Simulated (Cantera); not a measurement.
A perfectly stirred reactor is fed with C₂H₆ : H₂ = 1 : 32 (molar parts), at 53.0 Pa; it is held at 1675 K, and followed from long to short residence time.

Computed with Cantera and GRI-Mech 3.0 (53 species, 325 reactions). GRI-Mech 3.0 stops at C3 and has no aromatics, soot or wall deposition, so with more carbon than oxygen in the feed, carbon stays in small species such as C2H2 where larger ones or solid carbon would form. Radical loss at walls, strong at low pressure, is not modelled.

One state of this run: x C₂H₆ = 0.00807; x H₂ = 0.951; x CH₄ = 0.0247; x C₂H₄ = 0.00487; x CH₃ = 0.00539. x: mole fraction; the columns are a selection and need not sum to one.

Question: Which value of τ (s) does it belong to?
A. 0.27
B. 0.0095
C. 1.5
D. 0.051

Answer: B, 0.0095
